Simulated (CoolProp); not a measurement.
Water at 712.51 K and 1.54 MPa flows at 4.7 m/s in a round tube of 10 mm bore and 1.5 µm roughness, fully developed (64/Re and Nu = 3.66 if laminar; Colebrook and Gnielinski if turbulent). Each further row changes one setting.

Computed with CoolProp (reference Helmholtz-energy equation of state, Wagner 2002).

```tsv
case	Reynolds number	Darcy friction factor	pressure drop (Pa/m)	heat-transfer coefficient (W/(m² K))	mass flow (kg/h)
as stated	8580	0.0324	170	180	[?]
velocity 9.4 m/s	17200	[?]	572	321	[?]
diameter 20 mm	17200	[?]	71.1	160	25.3
```

Question: Some entries are withheld; supply them.

Answer: 
- as stated, mass flow (kg/h): 6.33
- velocity 9.4 m/s, Darcy friction factor: 0.0272
- velocity 9.4 m/s, mass flow (kg/h): 12.7
- diameter 20 mm, Darcy friction factor: 0.0270

Viscosity comes from a separate model (Huber 2009). Thermal conductivity comes from a separate model (Huber 2012).
